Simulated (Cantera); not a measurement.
Charge: 1 mol CaCl₂, 15 mol H₂, 6.6 mol N₂.

Method: chemical equilibrium by Gibbs-energy minimisation in Cantera with the NASA 1993 tables (ideal gas, pure condensed phases). Candidate condensed phases: Ca, CaCl₂, NH₄Cl; 16 gas species. Kinetics and transport are ignored.

Stable condensed phases, one row left out:

```
T in K \ P in Pa
           0.10   0.72    5.2     37    270   1900  14000 100000
   1973       A      A      A      A      A      A      A      A
   1923       A      A      A      A      A      A      A      A
   1873       A      A      A      A      A      A      A      A
   1823       A      A      A      A      A      A      A      A
   1773       A      A      A      A      A      A      A      B
   1723       A      A      A      A      A      A      A      B
   1673       A      A      A      A      A      A      A      B
   1623       A      A      A      A      A      A      A      B
   1573       A      A      A      A      A      A      B      B
   1523       A      A      A      A      A      A      B      B
   1423       A      A      A      A      A      B      B      B
```

A: gas only; B: CaCl₂.

Give the row for 1473 K.

0.10: gas only; 0.72: gas only; 5.2: gas only; 37: gas only; 270: gas only; 1900: gas only; 14000: CaCl₂; 100000: CaCl₂.
